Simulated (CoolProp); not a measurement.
Dry air along the isobar 161 bar: Z from the reference equation and from simpler models built on Tc = -140.6 °C, pc = 37.86 bar, ω = 0.034; each cubic takes its own stable root.

Model: reference Helmholtz-energy equation of state, Lemmon 2000, in CoolProp. It is a pseudo-pure fit of the blend.

```
T (°C)           phase  reference
-------  -------------  ---------
-194.95         liquid     0.7870
-189.65         liquid     0.7538
-184.35         liquid     0.7255
-179.05         liquid     0.7015
-173.65         liquid     0.6809
-168.35         liquid     0.6640
-163.05         liquid     0.6502
-157.75         liquid     0.6393
-152.35         liquid     0.6310
-147.05         liquid     0.6257
-141.75         liquid     0.6230
-136.35  supercritical     0.6232
```

Question: How far does each simpler model (van der Waals, Redlich-Kwong) lie from the reference over these 12 states: mean and median of the absolute difference, and the worst?

Answer: 
- van der Waals: mean 32.6 %, median 33.2 %, worst +38.2 % at -194.95 °C and 161 bar
- Redlich-Kwong: mean 2.2 %, median 2.5 %, worst -3.7 % at -194.95 °C and 161 bar
